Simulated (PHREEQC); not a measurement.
1 kg of water holding 0.073 mol/kgw K2CO3 meets 20 L of dry gas (N2 0.53, O2 0.47 by moles) at fixed total pressure, at 100 °C; fugacities by Peng-Robinson. The gases take part in no redox reaction, some water evaporates into the gas, and hydrates or a liquid gas phase aren't modelled. No solid was allowed to form.

Equilibrium calculation in PHREEQC: ion-association model, phreeqc.dat.

| P (atm) | dissolved N2 (mol/kgw) | φ of N2 | p of N2 (atm) | dissolved O2 (mol/kgw) | φ of O2 | p of O2 (atm) |
|---|---|---|---|---|---|---|
| 2 | 0.000232 | 1.004 | 0.530 | 0.000344 | 1.001 | 0.470 |
| 5 | 0.000923 | 1.003 | 2.11 | 0.00136 | 0.998 | 1.87 |
| 10 | 0.00207 | 1.003 | 4.76 | 0.00305 | 0.996 | 4.22 |
| 20 | 0.00432 | 1.003 | 10.0 | 0.00634 | 0.993 | 8.90 |
| 30 | 0.00654 | 1.004 | 15.3 | 0.00954 | 0.990 | 13.6 |
| 40 | 0.00872 | 1.005 | 20.6 | 0.0127 | 0.988 | 18.3 |
| 50 | 0.0109 | … | 25.9 | 0.0157 | 0.986 | 22.9 |
| 75 | 0.0161 | … | 39.1 | 0.0229 | 0.981 | 34.6 |
| 100 | 0.0211 | 1.016 | 52.3 | 0.0297 | 0.977 | 46.4 |
| 150 | 0.0306 | 1.028 | 78.7 | 0.0422 | 0.971 | 69.8 |
| 200 | 0.0396 | … | 105 | 0.0532 | 0.969 | 93.2 |
| 300 | 0.0561 | 1.084 | 158 | 0.0722 | 0.973 | 140 |
| 400 | 0.0712 | 1.134 | 211 | 0.0881 | 0.987 | 187 |

Q: Some entries are withheld; supply them.

A: 
- 50, φ of N2: 1.006
- 75, φ of N2: 1.010
- 200, φ of N2: 1.044

Species that the database lacks are ignored. Constants without temperature data keep their 25 °C values here.
